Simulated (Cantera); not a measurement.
Cantera run, input and output.

```python
import numpy as np
import cantera as ct

gas = ct.Solution("gri30.yaml")
gas.TPX = 1225, 250000, {'CH2O': 0.0077, 'O2': 0.021, 'N2': 1}
reactor = ct.IdealGasConstPressureReactor(gas, energy="off", clone=False)
net = ct.ReactorNet([reactor])
net.rtol, net.atol = 1e-08, 1e-18
show = ['CH2O', 'O2', 'CH2CO', 'H2O', 'CH3', 'C2H6']
times = np.geomspace(0.0003, 80, 9)

steps = ct.SolutionArray(gas, extra=["t"])
rows = []
print(f"{'t/s':>10s}{'T/K':>9s}{'P/Pa':>11s}" + "".join(f"{s:>11s}" for s in show))
for t in times:
    while net.time < t:
        t_next = net.step()
        steps.append(gas.state, t=t_next)
    rows.append([np.interp(t, steps.t, y) for y in (steps.T, steps.P, *steps(*show).X.T)])
    print(f"{t:10.3e}{rows[-1][0]:9.1f}{rows[-1][1]:11.4g}" + "".join(f"{x:11.3e}" for x in rows[-1][2:]))
rate = np.gradient(steps.T, steps.t)
print("integrator steps:", len(steps.t))
if steps.T.max() > steps.T[0] + 200:
    print(f"time of steepest temperature rise: {steps.t[rate.argmax()]:.4e} s")
gas.TPX = 1225, 250000, {'CH2O': 0.0077, 'O2': 0.021, 'N2': 1}
gas.equilibrate("TP")
print(f"equilibrium (TP): T = {gas.T:.1f} K  " + "  ".join(f"{s} {gas[s].X[0]:.3e}" for s in show))
```

Result:

```
       t/s      T/K       P/Pa       CH2O         O2      CH2CO        H2O        CH3       C2H6
 3.000e-04   1225.0    2.5e+05  7.157e-03  2.022e-02  1.315e-12  1.239e-04  4.054e-11  8.809e-18
 1.430e-03   1225.0    2.5e+05  3.696e-11  1.577e-02  5.776e-14  7.114e-03  1.536e-12  1.034e-20
 6.817e-03   1225.0    2.5e+05  5.108e-13  1.369e-02 -2.636e-20  7.446e-03  4.268e-18  2.158e-21
 3.250e-02   1225.0    2.5e+05  1.021e-15  1.299e-02  5.078e-23  7.479e-03  1.034e-18  4.280e-30
 1.549e-01   1225.0    2.5e+05  6.135e-19  1.293e-02  3.159e-23  7.484e-03 -7.988e-19  9.549e-29
 7.385e-01   1225.0    2.5e+05 -3.412e-20  1.293e-02 -2.322e-25  7.485e-03  9.871e-20  5.786e-28
 3.520e+00   1225.0    2.5e+05  5.251e-19  1.293e-02  2.487e-29  7.485e-03 -2.748e-22  1.109e-30
 1.678e+01   1225.0    2.5e+05  1.394e-24  1.293e-02 -6.583e-32  7.485e-03  8.902e-32  1.016e-44
 8.000e+01   1225.0    2.5e+05  1.394e-24  1.293e-02 -5.324e-32  7.485e-03  8.435e-32 -2.650e-47
integrator steps: 2116
equilibrium (TP): T = 1225.0 K  CH2O 1.398e-24  O2 1.290e-02  CH2CO 3.567e-43  H2O 7.485e-03  CH3 2.449e-38  C2H6 3.695e-68
```

Cantera simulation using GRI-Mech 3.0 (53 species, 325 reactions); the numbers are that mechanism's predictions, not measurements.
